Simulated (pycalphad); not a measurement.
## Effect of Ti content in Si-Ti

Source of the numbers: pycalphad with the COST 507 light-alloy database (1999); pressure 1 atm. The database dates from 1999; later assessments differ in places, in temperatures and in the compounds included. Amounts are mole fractions of atoms. Diffusion is slow at the low end, where real alloys seldom reach equilibrium.

```
alloy              liquidus (K)   first solid  solidus (K)                phases at 700 K
-----------------  ------------  ------------  -----------  -----------------------------
Si-2.96Ti (at.%)           1678  diamond (Si)         1604  diamond (Si) 0.91, SI2TI 0.09
Si-4.44Ti (at.%)              …  diamond (Si)         1604                              …
Si-5.92Ti (at.%)           1675  diamond (Si)         1604  diamond (Si) 0.82, SI2TI 0.18
Si-8.88Ti (at.%)           1671  diamond (Si)         1604  diamond (Si) 0.73, SI2TI 0.27
Si-11.84Ti (at.%)          1663  diamond (Si)         1604  diamond (Si) 0.64, SI2TI 0.36
```

Task: Complete the blanks.

Result: 
- Si-4.44Ti (at.%), liquidus (K): 1676
- Si-4.44Ti (at.%), phases at 700 K: diamond (Si) 0.87, SI2TI 0.13

Database names, with the compositions (at.%) that they take in these runs: SI2TI: Si 67 Ti 33.
